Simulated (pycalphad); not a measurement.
# Effect of Si content in Ti-Si

Source of the numbers: pycalphad with the COST 507 light-alloy database (1999); pressure 1 atm. These are 1990s assessments: newer ones move some temperatures and phases. Amounts are mole fractions of atoms. Kinetics are ignored, which matters at the lower temperatures.

Question: One of these alloys has its liquidus at 1704 K, its solidus at 1613 K, and holds HCP_A3 0.58, SITI3 0.42 at 700 K. Which?
A. Ti-10.66Si (at.%)
B. Ti-7.11Si (at.%)
C. Ti-28.42Si (at.%)
D. Ti-14.21Si (at.%)
E. Ti-3.55Si (at.%)
F. Ti-42.63Si (at.%)

Answer: A, Ti-10.66Si (at.%). The others: Ti-3.55Si (at.%), liquidus 1879, solidus 1653; Ti-7.11Si (at.%), liquidus 1808, solidus 1613; Ti-14.21Si (at.%), liquidus 1665, solidus 1613; Ti-28.42Si (at.%), liquidus 2254, solidus 1613; Ti-42.63Si (at.%), liquidus 2355, solidus 2193

Database names, with the compositions (at.%) that they take in these runs: SITI3: Ti 75 Si 25. HCP_A3 is hcp.
